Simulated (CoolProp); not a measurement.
Vapour-liquid equilibrium of ethylene (1) + 1-butene (2) at 262.6 K; x and y are mole fractions of (1).

Computed with CoolProp (multi-fluid Helmholtz-energy mixture model, Smukala 2000 and Lemmon 2005; pair parameters Bell 2016).

| x | bubble pressure, mixture model (bar) | bubble pressure, Raoult's law (bar) | y, mixture model | y, Raoult's law |
|---|---|---|---|---|
| 0.05 | 2.119 | 2.413 | 0.600 | 0.663 |
| 0.2 | 6.012 | 7.085 | 0.866 | 0.903 |
| 0.35 | 10.08 | 11.76 | 0.925 | 0.953 |
| 0.5 | 14.36 | 16.43 | 0.952 | 0.974 |
| 0.65 | 18.89 | 21.10 | 0.969 | 0.986 |
| 0.8 | 23.78 | 25.77 | 0.981 | 0.993 |
| 0.95 | 29.55 | 30.44 | 0.994 | 0.999 |

The largest gap from Raoult's law is -15.1 % in bubble pressure, at x = 0.2. No azeotrope shows between x = 0.05 and 0.95.

Pair parameters are fitted to limited data, so mixtures are less certain than the pure fluids.
